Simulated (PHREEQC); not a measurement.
Dissolve 0.00076 mol NH4Cl, 0.0194 mol Na2SeO4, 0.00132 mol Li2SO4 and 0.00036 mol K2SiO3 per kg of water at 25 °C. Closed to the air; pH follows from the charge balance.

Equilibrium calculation in PHREEQC: ion-association model, wateq4f.dat.

No solid was allowed to form.

Problem. Order these N species by the share of N that they hold, largest first: NH3, NH4+, NH4SO4-.

Solution. NH3 (66 %), NH4+ (33 %), NH4SO4- (0.22 %)

Problem. Order these S species by the share of S that they hold, largest first: NH4SO4-, LiSO4-, KSO4-, SO4-2, NaSO4-.

Solution. SO4-2 (92 %), NaSO4- (7.6 %), LiSO4- (0.46 %), KSO4- (0.19 %), NH4SO4- (0.13 %)

The pH is 9.64 and the ionic strength 0.0629 mol/kgw. Examples of supersaturated solids here: Quartz (slow to form). Others may be too.
